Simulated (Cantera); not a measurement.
## Gas-phase reforming

An isothermal, constant-pressure homogeneous reactor starts with CH4 : H2O = 1 : 4.1 (molar parts), at 1473 K and 23.7 atm.

Computed with Cantera and GRI-Mech 3.0 (53 species, 325 reactions). The pressure lies above the range GRI-Mech 3.0 was tuned for (to about 10 atm).

```tsv
t (s)	x CH4	x H2O	x OH	x CH2CO	x CO
6.00e-6	0.196	0.804	3.30e-8	<1e-12	<1e-12
2.10e-5	0.196	0.804	8.32e-8	<1e-12	3.93e-11
7.33e-5	0.196	0.804	1.03e-7	<1e-12	2.49e-9
0.000256	0.196	0.804	1.13e-7	1.02e-11	6.49e-8
0.000896	0.195	0.804	1.37e-7	1.17e-9	1.77e-6
0.00313	0.192	0.803	1.59e-7	1.11e-7	3.34e-5
0.0110	0.183	0.797	1.54e-7	2.91e-6	0.000216
0.0383	0.157	0.780	1.42e-7	1.24e-5	0.00105
0.134	0.121	0.749	1.51e-7	1.80e-5	0.00404
0.468	0.120	0.709	1.33e-7	8.98e-6	0.00884
1.64	0.115	0.649	1.02e-7	2.25e-6	0.0193
5.72	0.0894	0.576	7.60e-8	4.99e-7	0.0387
20.0	0.0512	0.496	5.65e-8	1.62e-7	0.0657
```
x: mole fraction; the columns are a selection and need not sum to one.

Equilibrium at this temperature and pressure: CH4 8.71e-5, H2O 0.400, OH 3.99e-8, CH2CO 2.98e-10, CO 0.104 (gas phase only).
